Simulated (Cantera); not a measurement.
What does this Cantera script print?

```python
import numpy as np
import cantera as ct

gas_names = """
    CL CLO CL2 Cs CsCL CsO CsOH Cs2 Cs2CL2 Cs2O Cs2O2H2 H HCL HOCL HO2 H2 H2O H2O2 O OH O2 O3
""".split()
cond_names = """
    Cs(cr) Cs(L) CsCL(a) CsCL(b) CsCL(L) CsOH(a) CsOH(b) CsOH(c) CsOH(L) H2O(s) H2O(L)
""".split()


# ... load() reads the species with a 1 bar reference pressure and builds the phases ...
atoms = {
    'CsCl': {'Cs': 1, 'CL': 1},
    'O2': {'O': 2},
    'H2': {'H': 2},
}
top_T = {}  # K; cautious upper limits of use, not melting points


# ... equilibrate(T, P, feed) seeds the gas with the atoms and calls Mixture.equilibrate('TP', solver="vcs", rtol=1e-11, max_steps=5000) ...
results = []
feed = {'CsCl': 1, 'O2': 1, 'H2': 0.26}  # mol
P = 1333.22  # Pa
for T in [1150, 1300, 1450, 1600, 1750, 1900, 2050]:
    mix = equilibrate(T, P, feed)
    results.append((T, P, feed, dict(zip(mix.species_names, mix.species_moles))))

top = {s: max(r[3][s] / sum(r[3][g] for g in gas_names) for r in results) for s in gas_names}
cols = sorted((s for s in top if top[s] > 0.001), key=lambda s: -top[s])[:7]
seen = [c for c in cond_names if any(r[3].get(c, 0) > 1e-12 for r in results)]
print("log10 of partial pressures in bar; condensed amounts in mol")
print(f"{'T/K':>10s}" + "".join(f"{s[:9]:>10s}" for s in cols + seen))
for T, P, feed, n in results:
    ng = sum(n[g] for g in gas_names)
    print(f"{T:10.4g}" + "".join(f"{np.log10(max(n[s] / ng * P / 1e5, 1e-99)):10.3f}" for s in cols)
          + "".join(f"{n.get(c, 0):10.4g}" for c in seen))
```

Result:

```
log10 of partial pressures in bar; condensed amounts in mol
       T/K      CsCL        O2       H2O    Cs2CL2        OH      CsOH       HCL
      1150    -2.329    -2.232    -2.757    -2.991    -7.099    -5.447    -5.450
      1300    -2.226    -2.257    -2.784    -3.692    -6.266    -5.046    -5.055
      1450    -2.209    -2.263    -2.792    -4.373    -5.594    -4.747    -4.769
      1600    -2.207    -2.264    -2.798    -4.946    -5.047    -4.504    -4.545
      1750    -2.208    -2.265    -2.805    -5.424    -4.596    -4.303    -4.363
      1900    -2.211    -2.267    -2.818    -5.829    -4.219    -4.143    -4.207
      2050    -2.217    -2.273    -2.839    -6.181    -3.904    -4.032    -4.061
```

Equilibrium computed with Cantera from the NASA thermochemical tables; the gas is ideal and each condensed phase is pure.
